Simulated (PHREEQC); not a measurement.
Solution (65 °C): 0.02 mol/kgw HF, 0.07 mol/kgw H2SiF6 and 0.0058 mol/kgw H3BO3. Closed to the air; pH follows from the charge balance.

Model: ion-association model, phreeqc.dat, run in PHREEQC.

This is a speciation only: nothing precipitates in the calculation.

Q: Order these F species by the share of F that they hold, largest first: HF, SiF6-2, BF4-.

A: SiF6-2 (89 %), HF (6.5 %), BF4- (4.8 %)

Q: Order these B species by the share of B that they hold, largest first: H3BO3, BF4-, BF3OH-, BF2(OH)2-.

A: BF4- (90 %), H3BO3 (6.8 %), BF3OH- (2.5 %), BF2(OH)2- (0.47 %)

The pH is 0.97 and the ionic strength 0.200 mol/kgw. Examples of supersaturated solids here: SiO2(a), Quartz (slow to form). Others may be too. Complexes and solids missing from the database can't appear. At this temperature some constants are extrapolated from 25 °C, and those without enthalpy data are left unchanged. SiF6-2 is the database's only silicon fluoride. Real BF4- forms and hydrolyses slowly; the run takes it at equilibrium.
